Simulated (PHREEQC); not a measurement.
A solution holds 0.011 mol NaHS per kg of water, at 25 °C. It is in equilibrium with CO2 at log p = -3.4 (atm). Otherwise closed; pH follows from the charge balance.

Computed with PHREEQC (ion-association model, phreeqc.dat).

* **pH**: 8.04
* **ionic strength**: 0.0110 mol/kgw
* **specific conductance**: 1160 µS/cm
* **total alkalinity**: 11.0 meq/kg

```json
[
 {"species": "Na+", "molality": "0.0110", "activity": "0.00989", "log γ": "-0.046"},
 {"species": "HS-", "molality": "0.0103", "activity": "0.00919", "log γ": "-0.048"},
 {"species": "H2S", "molality": "0.000740", "activity": "0.000742", "log γ": "0.001"},
 {"species": "HCO3-", "molality": "0.000724", "activity": "0.000652", "log γ": "-0.045"},
 {"species": "CO2", "molality": "1.35e-5", "activity": "1.36e-5", "log γ": "0.001"},
 {"species": "CO3-2", "molality": "5.02e-6", "activity": "3.31e-6", "log γ": "-0.180"},
 {"species": "NaHCO3", "molality": "3.62e-6", "activity": "3.63e-6", "log γ": "0.001"},
 {"species": "OH-", "molality": "1.22e-6", "activity": "1.10e-6", "log γ": "-0.048"},
 {"species": "NaCO3-", "molality": "6.80e-7", "activity": "6.10e-7", "log γ": "-0.047"},
 {"species": "S-2", "molality": "1.83e-7", "activity": "1.20e-7", "log γ": "-0.183"}
]
```

Precipitation was switched off in this run. Species that the database lacks are ignored.
